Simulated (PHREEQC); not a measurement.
**Silver or lead bath: an equilibrium model**

Make-up at 25 °C: 0.45 mmol/kgw PbCl2 and 0.14 mmol/kgw Na2SO4. It is in equilibrium with CO2 at log p = -3.4 (atm). Otherwise closed; pH follows from the charge balance.

The numbers come from PHREEQC with the ion-association model, phreeqc.dat.

Each row changes one thing in this solution. This is a speciation only: nothing precipitates in the calculation.

```tsv
case	pH	ionic strength (mol/kgw)	CO2 (mol/kgw)	HCO3- (mol/kgw)	CO3-2 (mol/kgw)
as made	5.41	0.00167	1.35e-5	1.61e-6	2.22e-11
6.1e-05 mol/kgw Cd(NO3)2 added	5.41	0.00184	1.35e-5	1.62e-6	2.24e-11
Na2SO4 left out	5.40	0.00132	1.35e-5	1.57e-6	2.08e-11
PbCl2 replaced by CaCl2 at the same molality	5.61	0.00174	1.35e-5	2.57e-6	5.64e-11
diluted 2-fold with water	(withheld)	0.000855	1.35e-5	1.87e-6	2.90e-11
PbCl2 from 0.00045 to 0.000405 mol/kgw	(withheld)	0.00154	1.35e-5	1.66e-6	2.33e-11
temperature from 25 to 50 °C	5.45	0.00165	7.74e-6	1.19e-6	2.60e-11
```

**Question.** Fill in the missing entries.

**Answer.** 
- diluted 2-fold with water, pH: 5.48
- PbCl2 from 0.00045 to 0.000405 mol/kgw, pH: 5.42

Species that the database lacks are ignored. Some of these states are supersaturated (in Anglesite, Pb(OH)2, for instance). Away from 25 °C the constants follow the database's enthalpies or fits; those with neither stay at their 25 °C values.
